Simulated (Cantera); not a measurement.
Thermodynamics of titanium nitride, carbide and oxide coatings, feed Ti(OiPr)₄ + O₂ + H₂

Feed: 1 mol Ti(OiPr)₄, 0.19 mol O₂, 2.9 mol H₂, held at 1498 K and 13300 Pa.

Cantera equilibrium calculation (NASA polynomials, part measured and part estimated; ideal gas, pure solids and liquids). Candidate condensed phases: C, C₆H₆, C₇H₈, C₈H₁₈, H₂O, Ti, TiC, TiO, TiO₂, Ti₂O₃, Ti₃O₅, Ti₄O₇; 113 gas species. The feed counts by its element totals alone. TiC: taken at fixed stoichiometry. The numbers say what is thermodynamically allowed, not how fast it happens.

```json
{
  "x(H₂)": "0.794",
  "x(CO)": "0.206",
  "x(CH₄)": "0.000218",
  "x(H)": "4.19e-5",
  "x(H₂O)": "3.80e-5",
  "x(C₂H₂ (acetylene))": "7.00e-6",
  "x(CO₂)": "3.82e-6",
  "n(C(graphite))": "6.62 mol",
  "n(TiC(s))": "1.00 mol",
  "gas_amount": "21.27 mol",
  "log10 activity of Ti₂O₃(s) (absent)": "-2.91",
  "log10 activity of Ti₃O₅(s) (absent)": "-4.78",
  "log10 activity of Ti(β) (absent)": "-5.78"
}
```
